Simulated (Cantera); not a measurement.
A perfectly stirred reactor is fed with H2 : O2 : N2 = 1 : 0.877 : 6.58 (molar parts), equivalence ratio 0.57, at 0.630 bar; it is adiabatic with a 450 K inlet, and is followed from long to short residence time, starting on the burning branch (τ in s: 0.14, 0.062, 0.027, 0.012, 0.0052, 0.0023, 0.00098, 0.00043, 0.00019, 8.2e-05, 3.6e-05, 1.6e-05, 6.8e-06).

Detailed kinetics in Cantera: the H2/O2 subset of GRI-Mech 3.0, which has no nitrogen chemistry.

x: mole fraction; the columns are a selection and need not sum to one.

```
τ (s)    T (K)      x H2    x O2      x OH    x HO2   x H2O       x H
-------  -----  --------  ------  --------  -------  ------  --------
0.14      1367  0.000248  0.0473  0.000471  4.52e-6   0.125   3.23e-5
0.062     1365         …  0.0473         …        …   0.125         …
0.027     1360  0.000730  0.0474  0.000795  9.29e-6   0.124  0.000165
0.012     1352   0.00123  0.0475   0.00101  1.22e-5   0.124  0.000362
0.0052    1338   0.00211  0.0478   0.00127  1.52e-5   0.122  0.000794
0.0023    1315   0.00355  0.0483   0.00153  1.83e-5   0.120   0.00164
0.00098   1274         …  0.0496   0.00172        …   0.116         …
0.00043   1207    0.0120  0.0526   0.00170  2.72e-5   0.109   0.00564
0.00019    450     0.118   0.104    <1e-12   <1e-12  <1e-12    <1e-12
8.2e-5     450     0.118   0.104    <1e-12   <1e-12  <1e-12    <1e-12
3.6e-5     450     0.118   0.104    <1e-12   <1e-12  <1e-12    <1e-12
1.6e-5     450     0.118   0.104    <1e-12   <1e-12  <1e-12    <1e-12
6.8e-6     450     0.118   0.104    <1e-12   <1e-12  <1e-12    <1e-12
```

Q: Some entries are withheld; supply them.

A: 
- 0.062, x H2: 0.000424
- 0.062, x OH: 0.000612
- 0.062, x HO2: 6.64e-6
- 0.062, x H: 7.27e-5
- 0.00098, x H2: 0.00626
- 0.00098, x HO2: 2.19e-5
- 0.00098, x H: 0.00328
